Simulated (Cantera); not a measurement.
**Moist CO burnout**

An isothermal, constant-pressure homogeneous reactor starts with 0.348 % CO, 0.219 % O2, 0.0398 % H2O, 99.4 % N2, at 1275 K and 750 Torr.

Cantera simulation using GRI-Mech 3.0 (53 species, 325 reactions); the numbers are that mechanism's predictions, not measurements.

```tsv
t (s)	x CO	x O2	x H2O	x HO2	x NO	x NO2	x CO2
3.00e-6	0.00348	0.00219	0.000398	<1e-12	<1e-12	<1e-12	3.45e-12
1.01e-5	0.00348	0.00219	0.000398	<1e-12	<1e-12	<1e-12	1.16e-11
3.39e-5	0.00348	0.00219	0.000398	<1e-12	<1e-12	<1e-12	3.90e-11
0.000114	0.00348	0.00219	0.000398	<1e-12	<1e-12	<1e-12	1.32e-10
0.000382	0.00348	0.00219	0.000398	1.34e-12	<1e-12	<1e-12	4.57e-10
0.00128	0.00348	0.00219	0.000398	2.68e-11	<1e-12	<1e-12	1.88e-9
0.00431	0.00348	0.00219	0.000398	8.90e-10	<1e-12	<1e-12	2.07e-8
0.0145	0.00346	0.00218	0.000396	2.50e-7	1.79e-11	<1e-12	1.46e-5
0.0487	0.000910	0.000884	0.000344	2.37e-7	6.23e-7	3.36e-10	0.00257
0.164	0.000126	0.000508	0.000389	1.02e-7	8.63e-7	1.01e-9	0.00336
0.549	1.60e-5	0.000455	0.000397	3.19e-8	9.12e-7	3.48e-9	0.00347
1.85	1.74e-6	0.000448	0.000398	4.39e-9	9.24e-7	5.52e-9	0.00348
6.20	2.27e-7	0.000448	0.000398	4.74e-10	9.28e-7	3.25e-9	0.00348
20.8	4.48e-8	0.000448	0.000398	6.72e-11	9.30e-7	1.17e-9	0.00348
70.0	1.76e-8	0.000448	0.000398	2.18e-11	9.31e-7	5.76e-10	0.00348
```
x: mole fraction; the columns are a selection and need not sum to one.

Equilibrium at this temperature and pressure: CO 1.54e-8, O2 0.000439, H2O 0.000398, HO2 1.82e-11, NO 1.73e-5, NO2 9.51e-9, CO2 0.00348 (gas phase only).
